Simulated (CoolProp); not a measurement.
Properties of R1234ze(Z) along the isobar 1.44 MPa.

The numbers come from the reference Helmholtz-energy equation of state, Akasaka 2019 in CoolProp.

```json
[
 {"T (°C)": "61.25", "phase": "liquid", "density (kg/m³)": "1125", "cp (kJ/(kg K))": "1.386", "Joule-Thomson coefficient (K/MPa)": "-0.04235"},
 {"T (°C)": "69.35", "phase": "liquid", "density (kg/m³)": "1099", "cp (kJ/(kg K))": "1.419", "Joule-Thomson coefficient (K/MPa)": "(withheld)"},
 {"T (°C)": "77.55", "phase": "liquid", "density (kg/m³)": "1071", "cp (kJ/(kg K))": "1.457", "Joule-Thomson coefficient (K/MPa)": "0.1022"},
 {"T (°C)": "85.65", "phase": "liquid", "density (kg/m³)": "1041", "cp (kJ/(kg K))": "1.501", "Joule-Thomson coefficient (K/MPa)": "0.2025"},
 {"T (°C)": "93.75", "phase": "liquid", "density (kg/m³)": "1009", "cp (kJ/(kg K))": "1.555", "Joule-Thomson coefficient (K/MPa)": "0.3348"},
 {"T (°C)": "101.85", "phase": "liquid", "density (kg/m³)": "973.1", "cp (kJ/(kg K))": "1.626", "Joule-Thomson coefficient (K/MPa)": "0.5197"},
 {"T (°C)": "109.95", "phase": "gas", "density (kg/m³)": "70.60", "cp (kJ/(kg K))": "1.306", "Joule-Thomson coefficient (K/MPa)": "20.70"},
 {"T (°C)": "118.15", "phase": "gas", "density (kg/m³)": "66.64", "cp (kJ/(kg K))": "1.259", "Joule-Thomson coefficient (K/MPa)": "18.52"},
 {"T (°C)": "126.25", "phase": "gas", "density (kg/m³)": "63.41", "cp (kJ/(kg K))": "1.230", "Joule-Thomson coefficient (K/MPa)": "16.78"},
 {"T (°C)": "134.35", "phase": "gas", "density (kg/m³)": "60.66", "cp (kJ/(kg K))": "1.210", "Joule-Thomson coefficient (K/MPa)": "15.33"},
 {"T (°C)": "142.45", "phase": "gas", "density (kg/m³)": "58.26", "cp (kJ/(kg K))": "1.198", "Joule-Thomson coefficient (K/MPa)": "14.10"},
 {"T (°C)": "150.65", "phase": "gas", "density (kg/m³)": "56.11", "cp (kJ/(kg K))": "(withheld)", "Joule-Thomson coefficient (K/MPa)": "(withheld)"},
 {"T (°C)": "158.75", "phase": "gas", "density (kg/m³)": "54.20", "cp (kJ/(kg K))": "1.186", "Joule-Thomson coefficient (K/MPa)": "12.10"},
 {"T (°C)": "166.85", "phase": "gas", "density (kg/m³)": "52.48", "cp (kJ/(kg K))": "(withheld)", "Joule-Thomson coefficient (K/MPa)": "11.28"}
]
```

Question: Fill in the missing entries.

Answer: 
- 69.35, Joule-Thomson coefficient (K/MPa): 0.02207
- 150.65, cp (kJ/(kg K)): 1.190
- 150.65, Joule-Thomson coefficient (K/MPa): 13.02
- 166.85, cp (kJ/(kg K)): 1.184
